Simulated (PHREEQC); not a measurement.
PHREEQC input (ion-association model, wateq4f.dat):

```
SOLUTION_SPECIES
  2 NO3- + 12 H+ + 10 e- = N2 + 6 H2O  # shut off: nitrate stays nitrate
    -log_k -100
    -delta_h 0
    -analytic -100
SOLUTION 1
  temp 20
  units mmol/kgw
  pH 7 charge
  N(5) 7.3
  Cu(2) 3
  Cl 0.61
  K 0.61
SOLUTION 2
  temp 20
  units mmol/kgw
  pH 7 charge
  Li 7.6
  B 4.7
END
SELECTED_OUTPUT 1
  -reset false
  -pH true
  -pe true
  -ionic_strength true
  -water true
  -totals B Cl Cu K Li N Cu(1) Cu(2) N(5) N(3)
    N(0) N(-3)
  -molalities H+ H3BO3 Cl- Cu+2 K+ Li+ NO3- H2BO3- NH3 O2
    NH4+ OH- CuCl2- CuCl3-2 Cu+ CuCl+ CuCl2 CuCl3- CuCl4-2 CuOH+
    Cu(OH)2 Cu(OH)3- Cu(OH)4-2 Cu2(OH)2+2 NO2-
  -equilibrium_phases Cu(OH)2 Atacamite Cu2(OH)3NO3
PRINT
  -reset false
MIX 1
  1 1
  2 0
EQUILIBRIUM_PHASES 1
  Cu(OH)2 0 0
  Atacamite 0 0
  Cu2(OH)3NO3 0 0
  O2(g) -0.68 10
END
# ... the last block is repeated for the other 10 points of share of solution B
```

Selected output (columns that matter, 11 of 11 rows; share of solution B added in front):

```
share of solution B	pH	mu	B	Cl	Cu	K	Li	N	m_H+	m_H3BO3	m_Cl-	m_Cu+2	Cu(OH)2	Atacamite
0	2.9264	0.010905	0	0.00061	0.003	0.00061	0	0.0073	0.0013	0	0.00060745	0.0029974	0	0
0.1	3.4259	0.0098147	0.00047	0.000549	0.0027	0.000549	0.00076	0.00657	0.00041006	0.00047	0.00054689	0.0026978	0	0
0.2	5.5885	0.0082602	0.00094	0.00034025	0.0021045	0.000488	0.00152	0.00584	2.8037e-06	0.00093979	0.00033922	0.0020687	0	0.00014775
0.3	5.9433	0.0064249	0.00141	7.8242e-05	0.0012807	0.000427	0.00228	0.00511	1.2287e-06	0.0014093	7.8098e-05	0.001214	0.00012178	0.00034876
0.4	6.1153	0.0050384	0.00188	0.0001151	0.00057141	0.00036601	0.0030401	0.0043801	8.2104e-07	0.0018786	0.00011501	0.00053232	0.0007268	0.0002509
0.5	8.0807	0.0041054	0.0023501	0.00030501	1.4257e-05	0.00030501	0.0038001	0.0036501	8.843e-09	0.0022007	0.00030501	6.09e-08	0.0014857	0
0.6	9.3786	0.0048041	0.00282	0.000244	1.4136e-05	0.000244	0.0045601	0.00292	4.4723e-10	0.0011975	0.000244	1.5743e-10	0.0011859	0
0.7	10.255	0.005503	0.00329	0.000183	1.4146e-05	0.000183	0.00532	0.00219	5.9633e-11	0.00029233	0.000183	2.8262e-12	0.00088585	0
0.8	11.092	0.006202	0.00376	0.000122	1.4245e-05	0.000122	0.00608	0.00146	8.7185e-12	5.2418e-05	0.000122	6.0959e-14	0.00058576	0
0.9	11.411	0.006901	0.00423	6.1e-05	1.4379e-05	6.1e-05	0.00684	0.00073	4.1997e-12	2.839e-05	6.1e-05	1.4265e-14	0.00028562	0
1	11.594	0.0076	0.0047	0	0	0	0.0076	0	2.763e-12	2.0648e-05	0	0	0	0
```

Species that the database lacks are ignored. The database's constant for dissolved Cu(OH)2 is higher than later reviews accept.
